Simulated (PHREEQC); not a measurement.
A solution holds 0.0023 mol Cu(BF4)2 and 0.053 mol Na2SO4 per kg of water, at 10 °C. Closed to the air; pH follows from the charge balance.

Computed with PHREEQC (ion-association model, phreeqc.dat).

Problem. The ionic strength comes out as 0.148 mol/kgw. What activity coefficients do HSO4-, BF3OH-, Cu+2, SO4-2, BF2(OH)2- get?

Solution. HSO4- 0.77, BF3OH- 0.77, Cu+2 0.37, SO4-2 0.33, BF2(OH)2- 0.77.

Precipitation was switched off in this run. Constants without temperature data keep their 25 °C values here. Real BF4- forms and hydrolyses slowly; the run takes it at equilibrium.
